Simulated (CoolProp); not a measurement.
Vapour-liquid equilibrium of R114 (1) + n-heptane (2) at 0.142 MPa; x and y are mole fractions of (1).

The numbers come from the multi-fluid Helmholtz-energy mixture model, Platzer 1990 and Span 2003; pair parameters Bell 2016 in CoolProp. This equation is an older, rougher fit; its heat capacities, sound speeds and derivatives of the liquid may be far off and weren't checked against measurements.

```
x     bubble temperature (K)  y at the bubble point  dew temperature at overall composition x (K)  liquid density (mol/L)
----  ----------------------  ---------------------  --------------------------------------------  ----------------------
0.05                     [?]                  0.484                                         381.6                   6.280
0.2                    323.9                  0.880                                         375.6                   6.830
0.35                   308.3                  0.947                                         368.7                   7.209
0.5                    300.3                  0.969                                         360.5                   7.541
0.65                   295.2                  0.981                                         350.2                   7.867
0.8                    291.2                  0.989                                           [?]                     [?]
0.95                     [?]                    [?]                                         307.5                   8.588
```

Fill in the missing entries.


- 0.05, bubble temperature (K): 361.5
- 0.8, dew temperature at overall composition x (K): 335.7
- 0.8, liquid density (mol/L): 8.210
- 0.95, bubble temperature (K): 287.3
- 0.95, y at the bubble point: 0.997

No azeotrope shows between x = 0.05 and 0.95.

Pair parameters are fitted to limited data, so mixtures are less certain than the pure fluids.
